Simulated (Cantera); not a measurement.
Cantera run, input and output.

```python
import numpy as np
import cantera as ct

gas = ct.Solution("gri30.yaml")
gas.TPX = 1275, 101325, {'N2O': 1, 'H2': 0.016, 'N2': 2.5}
reactor = ct.IdealGasConstPressureReactor(gas, energy="off", clone=False)
net = ct.ReactorNet([reactor])
net.rtol, net.atol = 1e-08, 1e-18
show = ['N2O', 'H2', 'N2', 'H2O', 'H', 'NO', 'HO2']
times = np.geomspace(4e-05, 3, 15)

steps = ct.SolutionArray(gas, extra=["t"])
rows = []
print(f"{'t/s':>10s}{'T/K':>9s}{'P/Pa':>11s}" + "".join(f"{s:>11s}" for s in show))
for t in times:
    while net.time < t:
        t_next = net.step()
        steps.append(gas.state, t=t_next)
    rows.append([np.interp(t, steps.t, y) for y in (steps.T, steps.P, *steps(*show).X.T)])
    print(f"{t:10.3e}{rows[-1][0]:9.1f}{rows[-1][1]:11.4g}" + "".join(f"{x:11.3e}" for x in rows[-1][2:]))
rate = np.gradient(steps.T, steps.t)
print("integrator steps:", len(steps.t))
if steps.T.max() > steps.T[0] + 200:
    print(f"time of steepest temperature rise: {steps.t[rate.argmax()]:.4e} s")
gas.TPX = 1275, 101325, {'N2O': 1, 'H2': 0.016, 'N2': 2.5}
gas.equilibrate("TP")
print(f"equilibrium (TP): T = {gas.T:.1f} K  " + "  ".join(f"{s} {gas[s].X[0]:.3e}" for s in show))
```

It prints:

```
       t/s      T/K       P/Pa        N2O         H2         N2        H2O          H         NO        HO2
 4.000e-05   1275.0  1.013e+05  2.844e-01  4.537e-03  7.111e-01  1.027e-05  1.116e-06  2.065e-06  1.124e-07
 8.918e-05   1275.0  1.013e+05  2.843e-01  4.479e-03  7.111e-01  6.271e-05  2.496e-06  6.544e-06  6.202e-07
 1.988e-04   1275.0  1.013e+05  2.840e-01  4.233e-03  7.114e-01  2.982e-04  4.407e-06  2.009e-05  2.005e-06
 4.433e-04   1275.0  1.013e+05  2.830e-01  3.468e-03  7.122e-01  1.054e-03  5.270e-06  5.526e-05  3.006e-06
 9.884e-04   1275.0  1.013e+05  2.812e-01  2.032e-03  7.139e-01  2.490e-03  3.257e-06  1.201e-04  3.205e-06
 2.204e-03   1275.0  1.013e+05  2.790e-01  7.286e-04  7.156e-01  3.801e-03  8.826e-07  2.252e-04  2.748e-06
 4.913e-03   1275.0  1.013e+05  2.764e-01  1.551e-04  7.172e-01  4.378e-03  1.318e-07  4.311e-04  1.620e-06
 1.095e-02   1275.0  1.013e+05  2.719e-01  1.322e-05  7.196e-01  4.514e-03  1.856e-08  8.887e-04  8.612e-07
 2.442e-02   1275.0  1.013e+05  2.626e-01  1.242e-07  7.243e-01  4.509e-03  1.053e-08  1.892e-03  5.040e-07
 5.445e-02   1275.0  1.013e+05  2.433e-01  4.151e-08  7.342e-01  4.471e-03  1.031e-08  3.960e-03  2.805e-07
 1.214e-01   1275.0  1.013e+05  2.066e-01  3.605e-08  7.530e-01  4.397e-03  9.515e-09  7.802e-03  1.509e-07
 2.707e-01   1275.0  1.013e+05  1.472e-01  2.984e-08  7.835e-01  4.279e-03  7.708e-09  1.363e-02  8.288e-08
 6.035e-01   1275.0  1.013e+05  7.612e-02  2.089e-08  8.205e-01  4.139e-03  4.676e-09  1.963e-02  4.696e-08
 1.346e+00   1275.0  1.013e+05  2.317e-02  9.643e-09  8.489e-01  4.035e-03  1.461e-09  2.266e-02  2.476e-08
 3.000e+00   1275.0  1.013e+05  2.756e-03  2.056e-09  8.602e-01  3.996e-03  1.328e-10  2.305e-02  9.307e-09
integrator steps: 1779
equilibrium (TP): T = 1275.0 K  N2O 1.929e-08  H2 6.293e-10  N2 8.731e-01  H2O 3.991e-03  H 1.849e-11  NO 2.712e-04  HO2 3.937e-09
```

Computed with Cantera and GRI-Mech 3.0 (53 species, 325 reactions). GRI-Mech 3.0 was tuned for natural gas; its chemistry of N2O as a main component is partial and can be far from experiment. The mechanism lacks the step 2 NO + O2 → 2 NO2, which can matter for NO2 below about 1400 K. The temperature is held fixed by assumption; the heat of reaction is taken as removed at once.
